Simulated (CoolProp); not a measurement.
Saturated liquid density (kg/m³) of carbon monoxide: the reference equation beside estimates from Tc = -140.3 °C, pc = 3498 kPa, ω = 0.050. Rackett uses Z = 0.29056 − 0.08775 ω.

Computed with CoolProp (reference Helmholtz-energy equation of state, Lemmon 2006). It is a short technical equation, of lower accuracy than the large ones.

| T (°C) | reference | Rackett | Soave-Redlich-Kwong | Peng-Robinson |
|---|---|---|---|---|
| -196.35 | 814.0 | 823.9 | 813.1 | 917.6 |
| -192.25 | 796.4 | 806.8 | 794.6 | 897.5 |
| -188.05 | 777.9 | 788.6 | 774.4 | 875.5 |
| -183.95 | 759.1 | 770.2 | 753.4 | 852.4 |
| -179.85 | 739.5 | 751.0 | 730.9 | 827.5 |
| -175.75 | 719.0 | 730.8 | 706.7 | 800.7 |
| -171.55 | 696.8 | 708.9 | 680.1 | 770.8 |
| -167.45 | 673.6 | 686.2 | 651.8 | 738.8 |
| -163.35 | 648.7 | 661.8 | 620.8 | 703.6 |
| -159.25 | ___ | ___ | 586.6 | 664.4 |
| -155.05 | ___ | 604.3 | 547.2 | 618.7 |
| -150.95 | 554.9 | 569.5 | 502.8 | ___ |
| -146.85 | ___ | 526.4 | 448.9 | 503.5 |
| -142.65 | 446.0 | 460.3 | 372.5 | 413.3 |

What belongs in the gaps?


- -159.25, reference: 621.4
- -159.25, Rackett: 635.0
- -155.05, reference: 590.2
- -150.95, Peng-Robinson: 566.8
- -146.85, reference: 511.5

Absolute difference from the reference over all 14 rows, mean and median: Rackett 2.0 and 1.8 %, Soave-Redlich-Kwong 4.7 and 2.8 %, Peng-Robinson 8.9 and 10.1 %.
